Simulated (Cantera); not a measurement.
Input (Python, Cantera) and output of one run.

```python
import numpy as np
import cantera as ct

gas_names = """
    Fe FeO Fe(OH)2 H HO2 H2 H2O H2O2 H2S H2SO4 O OH O2 O3 S SH SO SO2 SO3 S2 S2O S8
""".split()
cond_names = """
    Fe(a) Fe(c) Fe(d) Fe(L) FeO(s) FeO(L) Fe(OH)2(s) Fe(OH)3(s) FeS(a) FeS(b) FeS(c) FeS(L) FeSO4(s)
    FeS2(s) Fe2O3(s) Fe2S3O12(s) Fe3O4(s) H2O(s) H2O(L) H2SO4(L) S(cr1) S(cr2) S(L)
""".split()


# ... load() reads the species with a 1 bar reference pressure and builds the phases ...
atoms = {
    'FeS2': {'Fe': 1, 'S': 2},
    'H2S': {'H': 2, 'S': 1},
    'H2O': {'H': 2, 'O': 1},
}
top_T = {'FeSO4(s)': 950, 'FeS2(s)': 1010, 'Fe2O3(s)': 1830, 'Fe2S3O12(s)': 1100, 'Fe3O4(s)': 1870}  # K; cautious upper limits of use, not melting points


# ... equilibrate(T, P, feed) seeds the gas with the atoms and calls Mixture.equilibrate('TP', solver="vcs", rtol=1e-11, max_steps=5000) ...
results = []
feed = {'FeS2': 1, 'H2S': 3.1, 'H2O': 4.3}  # mol
T = 1350  # K
P = 101325  # Pa
mix = equilibrate(T, P, feed)
results.append((T, P, feed, dict(zip(mix.species_names, mix.species_moles))))
print(gas.report(threshold=1e-05))
for i in range(1, mix.n_phases):
    print(f"{mix.phase(i).name:16s} {mix.phase_moles(i):12.5e} mol")
```

It prints:

```
       temperature   1350 K
          pressure   1.0132e+05 Pa
           density   0.23357 kg/m^3
  mean mol. weight   25.874 kg/kmol
   phase of matter   gas

                          1 kg             1 kmol
                     ---------------   ---------------
          enthalpy       -2.9082e+06       -7.5246e+07  J
   internal energy        -3.342e+06        -8.647e+07  J
           entropy            9989.2        2.5846e+05  J/K
    Gibbs function       -1.6394e+07       -4.2416e+08  J
 heat capacity c_p            1728.8             44731  J/K
 heat capacity c_v            1407.5             36416  J/K

                      mass frac. Y      mole frac. X     chem. pot. / RT
                     ---------------   ---------------   ---------------
                H2         0.0081715           0.10488           -20.543
               H2O           0.35299           0.50698           -48.096
               H2S           0.36559           0.27759           -31.214
                SH          0.001117        0.00087397           -20.942
                SO        0.00020971         0.0001129           -38.223
               SO2          0.011574         0.0046749           -65.776
                S2           0.25833           0.10424           -21.341
               S2O         0.0020154        0.00065086           -48.894
     [  +14 minor]        2.6677e-06        2.7903e-06

Fe(c)             0.00000e+00 mol
FeO(s)            0.00000e+00 mol
Fe(OH)2(s)        0.00000e+00 mol
Fe(OH)3(s)        0.00000e+00 mol
FeS(c)            9.99999e-01 mol
Fe2O3(s)          0.00000e+00 mol
Fe3O4(s)          0.00000e+00 mol
S(L)              0.00000e+00 mol
```

Cantera equilibrium calculation (NASA polynomials, part measured and part estimated; ideal gas, pure solids and liquids). FeS: taken at fixed stoichiometry.
